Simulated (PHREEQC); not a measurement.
Solution (25 °C): 0.0038 mol/kgw NH4HF2, 0.003 mol/kgw H2SiF6, 0.21 mol/kgw HBF4 and 0.016 mol/kgw HCl. Closed to the air; pH follows from the charge balance.

Equilibrium calculation in PHREEQC: ion-association model, wateq4f.dat.

The pH is 0.75 and the ionic strength is 0.232 mol/kgw. The activity of water comes out as 0.992 and the total alkalinity is -878 meq/kg.

```json
[
 {"species": "H+", "molality": "0.226", "activity": "0.179", "log γ": "-0.101"},
 {"species": "BF4-", "molality": "0.203", "activity": "0.136", "log γ": "-0.176"},
 {"species": "HF", "molality": "0.0203", "activity": "0.0215", "log γ": "0.023"},
 {"species": "Cl-", "molality": "0.0160", "activity": "0.0112", "log γ": "-0.155"},
 {"species": "NH4+", "molality": "0.00380", "activity": "0.00281", "log γ": "-0.130"},
 {"species": "BF3OH-", "molality": "0.00346", "activity": "0.00231", "log γ": "-0.176"},
 {"species": "SiF6-2", "molality": "0.00300", "activity": "0.000847", "log γ": "-0.549"},
 {"species": "H3BO3", "molality": "0.00281", "activity": "0.00296", "log γ": "0.023"},
 {"species": "H2F2", "molality": "0.00114", "activity": "0.00120", "log γ": "0.023"},
 {"species": "BF2(OH)2-", "molality": "0.000219", "activity": "0.000146", "log γ": "-0.176"},
 {"species": "F-", "molality": "0.000115", "activity": "8.01e-5", "log γ": "-0.158"},
 {"species": "HF2-", "molality": "9.49e-6", "activity": "6.60e-6", "log γ": "-0.158"}
]
```

This is a speciation only: nothing precipitates in the calculation. SiF6-2 is the database's only silicon fluoride. Real BF4- forms and hydrolyses slowly; the run takes it at equilibrium.
